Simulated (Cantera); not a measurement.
A Cantera script and its output.

```python
import numpy as np
import cantera as ct

surf = ct.Interface("diamond.yaml", "diamond_100")
gas, bulk = surf.adjacent["gas"], surf.adjacent["diamond"]
k = surf.kinetics_species_index(bulk.species_names[0])
cover = ["c6HH", "c6H*", "c6*H", "c6**", "c6HM", "c6B"]

rows, drift = [], 0.0
print(f"{'T':>10s}{'um/h':>11s}" + "".join(f"{s:>11s}" for s in cover))
for v in [925, 975, 1025, 1075, 1125, 1175, 1225, 1275, 1325, 1375]:
    T, P, xH, xCH3 = v, 22000, 0.023, 5.2e-05
    gas.TPX = T, P, {"H": xH, "CH3": xCH3, "CH4": 0.0057, "H2": 1 - xH - xCH3 - 0.0057}
    surf.TP = bulk.TP = T, P
    surf.coverages = "c6H*:0.1, c6HH:0.9"
    surf.advance_coverages(100.0)
    before = surf.coverages
    surf.advance_coverages(100.0)
    drift = max(drift, np.max(np.abs(surf.coverages - before) / (surf.coverages + 1e-9)))
    rate = surf.net_production_rates[k] * bulk.mean_molecular_weight / bulk.density * 3.6e9
    rows.append([rate, *surf[cover].coverages])
    print(f"{v:10.4g}{rate:11.4e}" + "".join(f"{x:11.3e}" for x in rows[-1][1:]))
```

It prints:

```
         T       um/h       c6HH       c6H*       c6*H       c6**       c6HM        c6B
       925 4.1752e+00  6.660e-01  1.317e-02  3.131e-01  5.571e-03  1.711e-03  1.133e-08
       975 5.4277e+00  6.185e-01  1.716e-02  3.542e-01  8.288e-03  1.377e-03  1.473e-08
      1025 6.8107e+00  5.732e-01  2.162e-02  3.918e-01  1.180e-02  1.118e-03  1.848e-08
      1075 8.2705e+00  5.306e-01  2.645e-02  4.254e-01  1.618e-02  9.125e-04  2.244e-08
      1125 9.6947e+00  4.910e-01  3.155e-02  4.548e-01  2.147e-02  7.431e-04  2.631e-08
      1175 1.0849e+01  4.546e-01  3.684e-02  4.799e-01  2.768e-02  5.936e-04  2.944e-08
      1225 1.1336e+01  4.213e-01  4.222e-02  5.009e-01  3.479e-02  4.512e-04  3.076e-08
      1275 1.0760e+01  3.910e-01  4.762e-02  5.181e-01  4.276e-02  3.129e-04  2.920e-08
      1325 9.2188e+00  3.635e-01  5.297e-02  5.316e-01  5.152e-02  1.916e-04  2.502e-08
      1375 7.4618e+00  3.386e-01  5.820e-02  5.420e-01  6.098e-02  1.039e-04  2.025e-08
```

Model: the Harris–Goodwin 1993 mechanism for the reconstructed diamond (100) surface, integrated in Cantera.
